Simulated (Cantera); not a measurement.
An adiabatic, constant-volume homogeneous reactor starts with CH₄ : O₂ : N₂ = 1 : 1.25 : 5.25 (molar parts), at 1125 K and 5.00 bar.

Cantera simulation using GRI-Mech 3.0 (53 species, 325 reactions); the numbers are that mechanism's predictions, not measurements.

Q: Predict: time of steepest temperature rise; temperature at 3.00 s; equilibrium temperature; x(O₂) at 3.00 s; x(H) at 3.00 s; x(N₂O) at 3.00 s.

A: 
```json
{
 "time_of_steepest_temperature_rise": "37.0 ms",
 "temperature at 3.00 s": "2712 K",
 "equilibrium_temperature": "2712 K",
 "x(O₂) at 3.00 s": "5.77e-5 (gas-phase equilibrium 5.77e-5)",
 "x(H) at 3.00 s": "0.00479 (gas-phase equilibrium 0.00479)",
 "x(N₂O) at 3.00 s": "8.82e-8 (gas-phase equilibrium 8.82e-8)"
}
```
